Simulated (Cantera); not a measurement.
Ta + N2O + CH4 (tantalum, niobium, vanadium and zirconium in process gases)

Input: 1 mol Ta, 5 mol N2O, 0.14 mol CH4, at 2273 K.

These are equilibrium values from Cantera (NASA tables, ideal gas, pure condensed phases), not measurements of a reactor. Candidate condensed phases: C, C6H6, C7H8, C8H18, H2O, Ta, TaC, Ta2O5; 139 gas species. Equilibrium is a limit: real reactors are often held back by kinetics, nucleation or transport.

From 0.100 Pa to 2.50 Pa nothing is condensed. From 63.0 Pa to 10.0 bar the condensed part is Ta2O5(l). The main Ta-bearing gas is TaO2 throughout.

```csv
P (Pa),log p N2,log p O,log p O2,log p TaO2,log p H,log p H2O,log p CO2,log p OH,log p CO,log p NO,n Ta2O5(l)
0.100,-6.28,-6.54,-8.33,-6.99,-7.23,-11.73,-9.99,-9.46,-7.84,-8.74,0
2.50,-4.86,-5.31,-5.87,-5.56,-5.87,-7.78,-7.38,-6.87,-6.46,-6.80,0
63,-3.34,-4.44,-4.13,-5.81,-4.88,-4.92,-5.22,-5.00,-5.16,-5.17,0.492
1600,-1.91,-3.70,-2.66,-6.18,-4.41,-3.24,-3.54,-3.79,-4.22,-3.72,0.500
40000,-0.51,-2.99,-1.24,-6.53,-4.03,-1.79,-2.08,-2.71,-3.46,-2.31,0.500
1000000,0.89,-2.29,0.16,-6.88,-3.68,-0.37,-0.66,-1.65,-2.75,-0.91,0.500
```
log p: log10 of the partial pressure in bar; n: condensed amount in mol.
